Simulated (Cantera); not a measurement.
Input (Python, Cantera):

```python
import numpy as np
import cantera as ct

gas = ct.Solution("gri30.yaml")
gas.TPX = 1075, 830000, {'CO': 0.00081, 'O2': 0.013, 'H2O': 0.00013, 'N2': 1}
reactor = ct.IdealGasConstPressureReactor(gas, energy="off", clone=False)
net = ct.ReactorNet([reactor])
net.rtol, net.atol = 1e-08, 1e-18
show = ['CO', 'O2', 'H2O', 'H2', 'OH', 'NO']
times = np.geomspace(5e-05, 30, 13)

steps = ct.SolutionArray(gas, extra=["t"])
rows = []
print(f"{'t/s':>10s}{'T/K':>9s}{'P/Pa':>11s}" + "".join(f"{s:>11s}" for s in show))
for t in times:
    while net.time < t:
        t_next = net.step()
        steps.append(gas.state, t=t_next)
    rows.append([np.interp(t, steps.t, y) for y in (steps.T, steps.P, *steps(*show).X.T)])
    print(f"{t:10.3e}{rows[-1][0]:9.1f}{rows[-1][1]:11.4g}" + "".join(f"{x:11.3e}" for x in rows[-1][2:]))
rate = np.gradient(steps.T, steps.t)
print("integrator steps:", len(steps.t))
if steps.T.max() > steps.T[0] + 200:
    print(f"time of steepest temperature rise: {steps.t[rate.argmax()]:.4e} s")
gas.TPX = 1075, 830000, {'CO': 0.00081, 'O2': 0.013, 'H2O': 0.00013, 'N2': 1}
gas.equilibrate("TP")
print(f"equilibrium (TP): T = {gas.T:.1f} K  " + "  ".join(f"{s} {gas[s].X[0]:.3e}" for s in show))
```

Output:

```
       t/s      T/K       P/Pa         CO         O2        H2O         H2         OH         NO
 5.000e-05   1075.0    8.3e+05  7.989e-04  1.282e-02  1.282e-04  2.696e-18  7.106e-14  4.722e-21
 1.515e-04   1075.0    8.3e+05  7.989e-04  1.282e-02  1.282e-04  5.287e-17  4.062e-13  4.391e-20
 4.592e-04   1075.0    8.3e+05  7.989e-04  1.282e-02  1.282e-04  7.563e-16  1.657e-12  3.922e-19
 1.392e-03   1075.0    8.3e+05  7.989e-04  1.282e-02  1.282e-04  8.087e-15  5.184e-12  3.321e-18
 4.217e-03   1075.0    8.3e+05  7.989e-04  1.282e-02  1.282e-04  7.390e-14  1.400e-11  2.632e-17
 1.278e-02   1075.0    8.3e+05  7.988e-04  1.282e-02  1.282e-04  6.582e-13  3.746e-11  2.160e-16
 3.873e-02   1075.0    8.3e+05  7.988e-04  1.282e-02  1.282e-04  7.362e-12  1.303e-10  2.481e-15
 1.174e-01   1075.0    8.3e+05  7.977e-04  1.282e-02  1.282e-04  1.906e-10  8.068e-10  7.198e-14
 3.557e-01   1075.0    8.3e+05  7.801e-04  1.281e-02  1.281e-04  9.043e-09  3.507e-09  2.289e-12
 1.078e+00   1075.0    8.3e+05  7.105e-04  1.278e-02  1.281e-04  3.646e-08  3.631e-09  2.723e-11
 3.267e+00   1075.0    8.3e+05  5.372e-04  1.269e-02  1.281e-04  4.753e-08  3.651e-09  2.202e-10
 9.899e+00   1075.0    8.3e+05  2.410e-04  1.255e-02  1.282e-04  2.320e-08  3.714e-09  1.211e-09
 3.000e+01   1075.0    8.3e+05  2.400e-05  1.244e-02  1.282e-04  2.235e-09  4.788e-09  4.161e-09
integrator steps: 671
equilibrium (TP): T = 1075.0 K  CO 1.633e-12  O2 1.242e-02  H2O 1.283e-04  H2 2.818e-13  OH 4.694e-09  NO 1.843e-05
```

Detailed kinetics in Cantera: GRI-Mech 3.0 (53 species, 325 reactions).
